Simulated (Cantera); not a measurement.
A Cantera script and its output.

```python
import numpy as np
import cantera as ct

gas = ct.Solution("gri30.yaml", transport_model="mixture-averaged")
show = ['H2', 'CO2', 'NH3']

rows = []
print(f"{'T/K':>7s}{'rho':>11s}{'cp':>10s}{'mu':>11s}{'lambda':>11s}{'Pr':>7s}" + "".join(f"{'D_' + s:>11s}" for s in show))
for T in [400, 600, 800, 1000, 1200, 1400, 1600, 1800]:
    gas.TPX = T, 120000, {'CO2': 0.36}
    Pr = gas.cp_mass * gas.viscosity / gas.thermal_conductivity
    D = [gas.mix_diff_coeffs_mole[gas.species_index(s)] for s in show]
    rows.append([gas.density, gas.cp_mass, gas.viscosity, gas.thermal_conductivity, Pr, *D])
    print(f"{T:7g}{gas.density:11.4e}{gas.cp_mass:10.1f}{gas.viscosity:11.4e}"
          f"{gas.thermal_conductivity:11.4e}{Pr:7.3f}" + "".join(f"{d:11.4e}" for d in D))
print("SI units: kg/m3, J/kg/K, Pa s, W/m/K, m2/s")
```

Result:

```
    T/K        rho        cp         mu     lambda     Pr       D_H2      D_CO2      D_NH3
    400 1.5879e+00     937.9 1.9751e-05 2.5328e-02  0.731 9.2348e-05 4.2874e-03 2.3686e-05
    600 1.0586e+00    1076.1 2.7866e-05 4.1022e-02  0.731 1.8437e-04 9.0338e-03 5.1750e-05
    800 7.9396e-01    1168.6 3.4817e-05 5.5687e-02  0.731 2.9904e-04 1.5061e-02 8.8192e-05
   1000 6.3517e-01    1234.3 4.0991e-05 6.9198e-02  0.731 4.3408e-04 2.2211e-02 1.3187e-04
   1200 5.2931e-01    1279.4 4.6611e-05 8.1684e-02  0.730 5.8794e-04 3.0378e-02 1.8201e-04
   1400 4.5369e-01    1313.3 5.1817e-05 9.3301e-02  0.729 7.5946e-04 3.9489e-02 2.3809e-04
   1600 3.9698e-01    1338.6 5.6703e-05 1.0418e-01  0.729 9.4775e-04 4.9489e-02 2.9970e-04
   1800 3.5287e-01    1357.4 6.1333e-05 1.1445e-01  0.727 1.1520e-03 6.0335e-02 3.6657e-04
SI units: kg/m3, J/kg/K, Pa s, W/m/K, m2/s
```

Model: GRI-Mech 3.0 (53 species, 325 reactions), integrated in Cantera.
